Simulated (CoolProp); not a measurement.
Computed with CoolProp (reference Helmholtz-energy equation of state, Zhou 2012).

Give the vapour pressure (kPa), liquid density (kg/m³), vapour density (kg/m³), enthalpy of vaporisation (kJ/kg) of saturated o-xylene at 588.7 K.


```
T (K)  p (kPa)  liquid density (kg/m³)  vapour density (kg/m³)  enthalpy of vaporisation (kJ/kg)
-----  -------  ----------------------  ----------------------  --------------------------------
588.7     2250                     534                    81.6                               177
```
